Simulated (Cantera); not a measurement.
Input: 1 mol CH3SiCl3, 0.28 mol C2H4, 1.4 mol H2, held at 2023.15 K and 0.950 bar.

Cantera equilibrium calculation (NASA polynomials, part measured and part estimated; ideal gas, pure solids and liquids). Candidate condensed phases: C, C6H6, C7H8, C8H18, Si, SiC; 109 gas species. The feed counts by its element totals alone. The tables' values for SiCl3, SiCl are old estimates; treat these amounts as uncertain. Kinetics and transport are ignored.

Base state: H2 0.472, HCl 0.454, SiCl2 0.0607, SiCl3 0.00828, H 0.00134, SiCl4 0.00125, Cl 0.000957, SiHCl3 0.000533 (mole fractions); condensed: C(graphite) + SiC(s).

Task: What changes in the equilibrium state with this change: C2H4 from 0.28 to 0.0094 mol?

Result: 
| species | before | after |
|---|---|---|
| HCl | 0.454 | 0.483 |
| H2 | 0.472 | 0.422 |
| SiCl2 | 0.0607 | 0.0769 |
| SiCl3 | 0.00828 | 0.0118 |
| SiCl4 | 0.00125 | 0.00202 |
| SiHCl3 | 0.000533 | 0.000719 |
| CH4 | 8.47e-5 | 6.77e-5 |
| SiH2Cl2 | 4.41e-5 | 4.99e-5 |
| SiCl | 6.13e-5 | 6.91e-5 |
| C(graphite), mol | 0.905 | 0.417 |
| SiC(s), mol | 0.650 | 0.598 |

Task: What changes in the equilibrium state with this change: temperature from 2023.15 K to 2175 K?

Result: 
```
species            before     after
----------------  -------  --------
H2                  0.472     0.480
HCl                 0.454     0.430
SiCl2              0.0607    0.0759
Si                3.58e-6   3.02e-5
SiCl              6.13e-5  0.000250
C(graphite), mol    0.905     0.960
SiC(s), mol         0.650     0.589
```
Gases not in the tables: Si2H6 and higher silanes.
